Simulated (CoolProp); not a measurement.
Saturation properties of R142b (Tc = 410.3 K, pc = 4.055 MPa, ω = 0.232).

Values from CoolProp's reference Helmholtz-energy equation of state, Lemmon 2006. It is a short technical equation, of lower accuracy than the large ones.

```tsv
T (K)	p (MPa)	liquid density (kg/m³)	vapour Z	liquid viscosity (µPa s)
295.7	0.3131	?	?	236
298.8	0.3446	1110	0.9052	229
301.9	?	1102	0.8990	221
305	0.4148	1094	0.8925	214
308.1	0.4536	1085	0.8858	207
311.2	0.4952	1077	0.8788	200
314.3	0.5395	1069	0.8716	194
317.4	0.5868	1060	0.8641	187
320.5	0.6370	1052	0.8563	181
323.6	0.6904	1043	0.8482	176
326.7	0.7471	1034	0.8398	170
329.8	0.8071	1025	0.8311	165
332.9	0.8706	1016	0.8220	159
336	0.9378	1006	?	154
339.1	1.009	996.5	0.8030	149
```

### Question
What belongs in the gaps?

### Answer

- 295.7, liquid density (kg/m³): 1117
- 295.7, vapour Z: 0.9111
- 301.9, p (MPa): 0.3784
- 336, vapour Z: 0.8127

It boils at 264.0 K under 1 atm.

Viscosity comes from a separate model (Huber 2003), an estimate that may be off by 10 % or more.
